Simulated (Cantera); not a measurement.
What does this Cantera script print?

```python
import numpy as np
import cantera as ct

gas_names = """
    B BCL BCL2 BCL3 BH BH2 BH3 BN B2 CL CL2 H HCL H2 N NH NH2 NH3 N2 N2H2 N2H4
""".split()
cond_names = """
    B(b) B(L) BN(s) NH4CL(a) NH4CL(b)
""".split()


# ... load() reads the species with a 1 bar reference pressure and builds the phases ...
atoms = {
    'BCl3': {'B': 1, 'CL': 3},
    'NH3': {'N': 1, 'H': 3},
    'H2': {'H': 2},
}
top_T = {'BN(s)': 3200}  # K; cautious upper limits of use, not melting points


# ... equilibrate(T, P, feed) seeds the gas with the atoms and calls Mixture.equilibrate('TP', solver="vcs", rtol=1e-11, max_steps=5000) ...
results = []
feed = {'BCl3': 1, 'NH3': 7.3, 'H2': 0.92}  # mol
T = 1623.15  # K
P = 1000  # Pa
mix = equilibrate(T, P, feed)
results.append((T, P, feed, dict(zip(mix.species_names, mix.species_moles))))
x = sorted(zip(gas.X, gas.species_names), reverse=True)
print(f"T = {T:g} K  P = {P:g} Pa  gas = {mix.phase_moles(0):.4g} mol")
print("   x: " + "  ".join(f"{s} {v:.3e}" for v, s in x if v > 0.001))
print("   condensed (mol): " + ("  ".join(f"{mix.phase(i).name} {mix.phase_moles(i):.4g}"
      for i in range(1, mix.n_phases) if mix.phase_moles(i) > 1e-12) or "none"))
```

Result:

```
T = 1623.15 K  P = 1000 Pa  gas = 16.53 mol
   x: H2 6.273e-01  N2 1.906e-01  HCL 1.813e-01
   condensed (mol): BN(s) 0.9994
```

Cantera equilibrium calculation (NASA polynomials, part measured and part estimated; ideal gas, pure solids and liquids). The tables' values for BCl are old estimates; treat these amounts as uncertain.
